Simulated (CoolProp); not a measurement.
A Linde-Hampson liquefier for CF4 (R14): isothermal reversible compression at 300 K from 1 atm to 5 MPa, throttling to 1 atm, return gas leaving the recuperator 0 K below the feed. Each further row changes one setting.

Computed with CoolProp (reference Helmholtz-energy equation of state, Platzer 1990). This equation is an older, rougher fit; its heat capacities, sound speeds and derivatives of the liquid may be far off and weren't checked against measurements.

```
case                        liquid yield per pass  compression work (kJ/kg of gas)
--------------------------  ---------------------  -------------------------------
as stated                                   0.089                              106
high pressure 10 MPa                        0.185                              121
warm-end temperature 330 K                  0.065                              118
warm-end gap 5 K                            0.075                              106
```
